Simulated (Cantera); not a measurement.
A Cantera script and what it prints.

```python
import numpy as np
import cantera as ct

gas_names = [...]  # 113 gases of nasa_gas.yaml made of C, F, H, Si
cond_names = """
    C(gr) C6H6(L) C7H8(L) C8H18(L),n-octa Si(cr) Si(L) SiC(b)
""".split()


# ... load() reads the species with a 1 bar reference pressure and builds the phases ...
atoms = {
    'SiF4': {'Si': 1, 'F': 4},
    'C2H4': {'C': 2, 'H': 4},
    'H2': {'H': 2},
}
top_T = {'C(gr)': 4500, 'SiC(b)': 3050}  # K; cautious upper limits of use, not melting points


# ... equilibrate(T, P, feed) seeds the gas with the atoms and calls Mixture.equilibrate('TP', solver="vcs", rtol=1e-11, max_steps=5000) ...
results = []
feed = {'SiF4': 1, 'C2H4': 0.46, 'H2': 130}  # mol
T = 2450  # K
P = 220  # Pa
mix = equilibrate(T, P, feed)
results.append((T, P, feed, dict(zip(mix.species_names, mix.species_moles))))
print(gas.report(threshold=1e-06))
for i in range(1, mix.n_phases):
    print(f"{mix.phase(i).name:16s} {mix.phase_moles(i):12.5e} mol")
```

Result:

```
       temperature   2450 K
          pressure   220 Pa
           density   2.5387e-05 kg/m^3
  mean mol. weight   2.3507 kg/kmol
   phase of matter   gas

                          1 kg             1 kmol
                     ---------------   ---------------
          enthalpy         5.584e+07        1.3126e+08  J
   internal energy        4.7174e+07        1.1089e+08  J
           entropy        1.0299e+05        2.4209e+05  J/K
    Gibbs function       -1.9649e+08       -4.6187e+08  J
 heat capacity c_p             13024             30615  J/K
 heat capacity c_v              9487             22301  J/K

                      mass frac. Y      mole frac. X     chem. pot. / RT
                     ---------------   ---------------   ---------------
                 C        0.00012213        2.3901e-05           -3.6669
                CH         6.723e-06        1.2139e-06           -17.032
                C2        3.8664e-05        3.7834e-06           -7.3339
               C2H        0.00082468        7.7449e-05           -20.699
    C2H2,acetylene          0.024627         0.0022233           -34.065
   C2H2,vinylidene        1.6149e-05        1.4579e-06           -34.065
                C3        0.00040484         2.641e-05           -11.001
              C4H2        6.9133e-05        3.2463e-06           -41.399
                 F        0.00019472        2.4093e-05            -35.17
                 H           0.14552           0.33935           -13.366
                HF            0.2073          0.024357           -48.536
                H2           0.53834           0.62771           -26.731
                Si          0.063408         0.0053072           -12.625
               SiC        2.0377e-05        1.1946e-06           -16.291
              SiC2          0.010693         0.0004824           -19.958
               SiF         0.0050298        0.00025111           -47.795
              SiF2         0.0023871        8.4915e-05           -82.965
               SiH        0.00069692         5.631e-05            -25.99
              SiH2        2.4642e-05        1.9244e-06           -39.356
              Si2C        0.00020855        7.1901e-06           -28.916
     [  +93 minor]         6.239e-05        3.8073e-06

C(gr)             0.00000e+00 mol
Si(L)             0.00000e+00 mol
SiC(b)            0.00000e+00 mol
```

Equilibrium computed with Cantera from the NASA thermochemical tables; the gas is ideal and each condensed phase is pure. The tables' values for SiF, SiF2 are old estimates; treat these amounts as uncertain.
